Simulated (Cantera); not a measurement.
An isothermal, constant-pressure homogeneous reactor starts with 0.859 % CH4, 0.415 % O2, 98.7 % N2, equivalence ratio 4.1, at 1248 K and 9.87 atm.

Cantera simulation using GRI-Mech 3.0 (53 species, 325 reactions); the numbers are that mechanism's predictions, not measurements.

Task: Predict: x(CH4) at 20.0 s; x(CH2O) at 20.0 s.

Result: 
```json
{
  "x(CH4) at 20.0 s": "0.00400 (gas-phase equilibrium 0.000166)",
  "x(CH2O) at 20.0 s": "2.69e-9 (gas-phase equilibrium 6.49e-10)"
}
```
